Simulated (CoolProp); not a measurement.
Vapour-liquid equilibrium of R113 (1) + acetone (2) at 267.4 K; x and y are mole fractions of (1).

The numbers come from the multi-fluid Helmholtz-energy mixture model, Marx 1992 and Lemmon 2006; pair parameters Bell 2016 in CoolProp.

```csv
x,bubble pressure (MPa),y at the bubble point,dew pressure at overall composition x (MPa),liquid density (mol/L)
0.05,0.008156,0.204,0.007095,13.68
0.125,0.009661,0.371,0.007579,13.11
0.2,0.01070,0.465,0.008126,12.58
0.275,0.01141,0.526,0.008747,12.08
0.35,0.01190,0.569,0.009451,11.62
0.425,0.01223,0.602,…,…
0.5,0.01246,0.630,0.01110,10.79
0.575,0.01261,0.656,0.01196,10.42
0.65,…,0.684,0.01258,10.07
0.725,0.01272,0.716,0.01272,9.745
0.8,…,0.757,0.01248,9.442
0.875,0.01241,0.816,0.01208,9.158
0.95,0.01189,0.907,0.01162,8.893
```

Task: Complete the blanks.

Result: 
- 0.425, dew pressure at overall composition x (MPa): 0.01024
- 0.425, liquid density (mol/L): 11.19
- 0.65, bubble pressure (MPa): 0.01270
- 0.8, bubble pressure (MPa): 0.01265

y crosses x between x = 0.65 and 0.725: the model has an azeotrope there.

The pair parameters rest on a limited set of measurements; away from them the model extrapolates.
